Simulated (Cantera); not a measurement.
A diamond (100) surface in a fixed gas of H2 with x(CH4) = 0.0079, x(H) = 0.014, x(CH3) = 0.0011, at 1300 K; coverages are run to steady state.

Model: the Harris–Goodwin 1993 mechanism for the reconstructed diamond (100) surface, integrated in Cantera.

θ: site fractions in the mechanism's names (c6HH fully hydrogenated, c6H* and c6*H radical sites, c6** diradical, c6HM methylated).

```
P (Pa)  growth (µm/h)  θ c6HH  θ c6H*  θ c6*H  θ c6**  θ c6HM
------  -------------  ------  ------  ------  ------  ------
440             0.724   0.379  0.0492   0.525  0.0452       …
700              1.28   0.378  0.0492   0.525  0.0452       …
1100             2.27   0.378  0.0492   0.525  0.0451       …
1800             4.34   0.378  0.0492   0.525  0.0451       …
2800             8.01   0.378  0.0491   0.524  0.0450       …
4400             15.4   0.377  0.0491   0.523  0.0450       …
6900             30.2   0.377  0.0491   0.522  0.0449       …
11000            61.1   0.376  0.0491   0.521  0.0448       …
```

**Question.** Complete the blanks.

**Answer.** 
- 440, θ c6HM: 0.000231
- 700, θ c6HM: 0.000369
- 1100, θ c6HM: 0.000577
- 1800, θ c6HM: 0.000927
- 2800, θ c6HM: 0.00140
- 4400, θ c6HM: 0.00208
- 6900, θ c6HM: 0.00302
- 11000, θ c6HM: 0.00429
